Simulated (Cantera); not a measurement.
Charge: 1 mol TEOS, 0.63 mol O₃, 21 mol N₂, at 0.00133 bar.

Cantera equilibrium calculation (NASA polynomials, part measured and part estimated; ideal gas, pure solids and liquids). Candidate condensed phases: C, C₆H₆, C₇H₈, C₈H₁₈, H₂O, Si, SiC, SiO₂, Si₂N₂O, Si₃N₄; 151 gas species. The feed counts by its element totals alone. N₂ is the only nitrogen source here; it is nearly inert below about 1500 K, so the nitride shown seldom forms there in practice. Kinetics and transport are ignored.

**Question.** What share of the Si ends up in condensed phases as a function of T (K), at 750, 850, 950, 1050, 1150, 1250, 1350, 1450, 1550, 1650, 1750, 1850, 1950, 2050?

**Answer.** 
```csv
T (K),Si condensed (%),as
750,100.0,SiO₂(α-quartz)
850,100.0,SiO₂(β-quartz)
950,100.0,SiO₂(β-quartz)
1050,100.0,SiO₂(β-quartz)
1150,100.0,Si₂N₂O(s)
1250,100.0,Si₂N₂O(s)
1350,99.9,Si₂N₂O(s)
1450,99.1,SiC(s)
1550,98.6,SiC(s)
1650,98.0,SiC(s)
1750,97.1,SiC(s)
1850,95.7,SiC(s)
1950,91.8,SiC(s)
2050,77.6,SiC(s)
```
